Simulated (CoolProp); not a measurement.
Saturation properties of dimethyl carbonate (Tc = 557.0 K, pc = 49.09 bar, ω = 0.346).

Computed with CoolProp (reference Helmholtz-energy equation of state, Zhou 2011).

| T (K) | p (bar) | vapour density (kg/m³) | liquid cp (kJ/(kg K)) | surface tension (mN/m) |
|---|---|---|---|---|
| 284.3 | 0.03423 | 0.1307 | 1.816 | 30.6 |
| 309.6 | 0.1274 | 0.4484 | 1.849 | 26.7 |
| 335 | 0.3756 | ___ | 1.894 | 23.0 |
| 360.3 | 0.9213 | 2.847 | 1.951 | 19.4 |
| 385.6 | 1.967 | 5.800 | 2.017 | ___ |
| 411 | 3.778 | 10.77 | 2.093 | ___ |
| 436.3 | 6.646 | 18.62 | 2.180 | 9.85 |
| 461.7 | 10.95 | 30.71 | 2.287 | 7.09 |
| 487 | 17.07 | 49.19 | 2.444 | 4.62 |
| 512.4 | 25.59 | 79.01 | 2.739 | 2.47 |
| 537.7 | 37.20 | 135.5 | 3.692 | 0.770 |

Question: Some entries are withheld; supply them.

Answer: 
- 335, vapour density (kg/m³): 1.232
- 385.6, surface tension (mN/m): 16.0
- 411, surface tension (mN/m): 12.8

It boils at 363.3 K under 1 atm.

Surface tension comes from a separate correlation (Mulero 2014).
